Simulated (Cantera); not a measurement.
# Gas activation for diamond growth

A perfectly stirred reactor is fed with CH₄ : H₂ : H = 0.033 : 1 : 0.022 (molar parts), at 9.00 Torr; it is held at 1675 K, and followed from long to short residence time.

Cantera simulation using GRI-Mech 3.0 (53 species, 325 reactions); the numbers are that mechanism's predictions, not measurements. GRI-Mech 3.0 stops at C3 and has no aromatics, soot or wall deposition, so with more carbon than oxygen in the feed, carbon stays in small species such as C2H2 where larger ones or solid carbon would form. Radical loss at walls, strong at low pressure, is not modelled.

```csv
τ (s),x CH₄,x H₂,x H,x C₂H₄,x C₂H₆
4.7,0.00851,0.979,0.00139,1.73e-5,3.81e-7
1.4,0.0117,0.977,0.00173,2.87e-5,9.30e-7
0.39,0.0150,0.974,0.00238,5.20e-5,2.13e-6
0.11,0.0178,0.971,0.00344,9.11e-5,4.33e-6
0.032,0.0201,0.968,0.00500,0.000147,7.82e-6
0.0092,0.0219,0.965,0.00718,0.000212,1.27e-5
0.0027,0.0231,0.961,0.00974,0.000257,1.78e-5
0.00076,0.0240,0.957,0.0122,0.000230,2.03e-5
```
x: mole fraction; the columns are a selection and need not sum to one.
